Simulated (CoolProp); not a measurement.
Computed with CoolProp (reference Helmholtz-energy equation of state, Lemmon 2006). It is a short technical equation, of lower accuracy than the large ones.

Q: For isohexane, give the phase and the cp (kJ/(kg K)), cv (kJ/(kg K)), Joule-Thomson coefficient (K/MPa) at 276.85 °C and 14 MPa.

A: 
- 276.85 °C and 14 MPa: supercritical; cp 3.32, cv 2.74, Joule-Thomson coefficient 0.405
